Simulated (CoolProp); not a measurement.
Values from CoolProp's reference Helmholtz-energy equation of state, Lemmon 2006. It is a short technical equation, of lower accuracy than the large ones.

Question: Give the vapour pressure (bar), vapour density (kg/m³), liquid viscosity (µPa s), vapour viscosity (µPa s) of saturated toluene at 433.5, 487.2, 523 K.

Answer: 
```json
[
 {"T (K)": "433.5", "p (bar)": "3.46", "vapour density (kg/m³)": "9.78", "liquid viscosity (µPa s)": "177", "vapour viscosity (µPa s)": "9.87"},
 {"T (K)": "487.2", "p (bar)": "9.55", "vapour density (kg/m³)": "27.0", "liquid viscosity (µPa s)": "126", "vapour viscosity (µPa s)": "11.2"},
 {"T (K)": "523", "p (bar)": "16.7", "vapour density (kg/m³)": "49.8", "liquid viscosity (µPa s)": "98.6", "vapour viscosity (µPa s)": "12.3"}
]
```

Viscosity comes from a separate model (Avgeri 2015).
